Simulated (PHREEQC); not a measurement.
PHREEQC input (ion-association model, phreeqc.dat):

```
SOLUTION_MASTER_SPECIES
  Amm  AmmH+  0  AmmH  17.031  # ammonia with no redox link, constants of NH4+
SOLUTION_SPECIES
  AmmH+ = AmmH+
    -log_k 0
    -gamma 2.5 0
    -dw 1.98e-9
  AmmH+ = Amm + H+
    -log_k -9.252
    -delta_h 12.48 kcal
    -analytic 0.6322 -0.001225 -2835.76
    -dw 2.28e-9
  AmmH+ + SO4-2 = AmmHSO4-
    -log_k 1.11
PHASES
  Amm(g)
    Amm = Amm
    -log_k 1.7966
    -analytic -18.758 3.3670e-4 2.5113e3 4.8619 39.192
    -T_c 405.6
    -P_c 111.3
    -Omega 0.25
EXCHANGE_SPECIES
  AmmH+ + X- = AmmHX
    -log_k 0.6
    -gamma 2.5 0
    -delta_h -2.4
SOLUTION 1
  temp 20
  units mol/kgw
  pH 7 charge
  F 0.14
  Amm 0.01
  Si 0.02
  P 0.00019
  S(6) 0.071
SOLUTION 2
  temp 20
  units mol/kgw
  pH 7 charge
  F 0.00241
  Amm 0.00011
  Cl 0.059
END
SELECTED_OUTPUT 1
  -reset false
  -pH true
  -pe true
  -ionic_strength true
  -water true
  -totals Amm Cl F P S Si S(-2) S(6)
  -molalities H+ H4SiO4 Cl- SO4-2 PO4-3 F- OH- O2 HSO4- S-2
    HS- H2S HPO4-2 H2PO4- H3PO4 HF HF2- H3SiO4- H2SiO4-2 SiF6-2
    AmmH+ Amm AmmHSO4-
  -equilibrium_phases SiO2(a)
PRINT
  -reset false
MIX 1
  1 1
  2 0
EQUILIBRIUM_PHASES 1
  SiO2(a) 0 0
  O2(g) -0.68 10
END
# ... the last block is repeated for the other 10 points of share of solution B
```

Selected output (columns that matter, 11 of 11 rows; share of solution B added in front):

```
share of solution B	pH	mu	Amm	Cl	F	P	S	Si	m_H+	m_Cl-	m_SO4-2	m_HSO4-	m_H2PO4-	m_H3PO4
0	1.023	0.16271	0.01	0	0.14	0.00019	0.071	0.02	0.11754	0	0.015731	0.054705	1.7883e-05	0.00017212
0.1	1.0428	0.15297	0.009011	0.0059	0.12624	0.000171	0.0639	0.018	0.11197	0.0059	0.01447	0.048949	1.6663e-05	0.00015434
0.2	1.0637	0.14313	0.008022	0.0118	0.11248	0.000152	0.0568	0.016	0.10635	0.0118	0.013161	0.043238	1.5364e-05	0.00013664
0.3	1.0859	0.13318	0.007033	0.0177	0.098723	0.000133	0.0497	0.014	0.10068	0.0177	0.011798	0.037576	1.3976e-05	0.00011902
0.4	1.1097	0.1231	0.006044	0.0236	0.084964	0.000114	0.0426	0.012	0.094948	0.0236	0.010375	0.031969	1.2484e-05	0.00010152
0.5	1.1353	0.11287	0.005055	0.0295	0.071205	9.5e-05	0.0355	0.01	0.089144	0.0295	0.0088856	0.026424	1.0873e-05	8.4127e-05
0.6	1.1629	0.10246	0.004066	0.0354	0.057446	7.6e-05	0.0284	0.008	0.08325	0.0354	0.0073193	0.020949	9.1222e-06	6.6878e-05
0.7	1.1931	0.091817	0.003077	0.0413	0.043687	5.7e-05	0.0213	0.006	0.077238	0.0413	0.0056649	0.015554	7.2039e-06	4.9796e-05
0.8	1.2265	0.080892	0.002088	0.0472	0.029928	3.8e-05	0.0142	0.004	0.071082	0.0472	0.0039077	0.010253	5.0817e-06	3.2919e-05
0.9	1.2635	0.06969	0.001099	0.053101	0.016169	1.9e-05	0.0071001	0.002	0.064796	0.053101	0.0020273	0.0050612	2.7035e-06	1.6297e-05
1	1.3012	0.059044	0.00011	0.059	0.00241	0	0	0	0.058934	0.059	0	0	0	0
```

SiF6-2 is the database's only silicon fluoride.
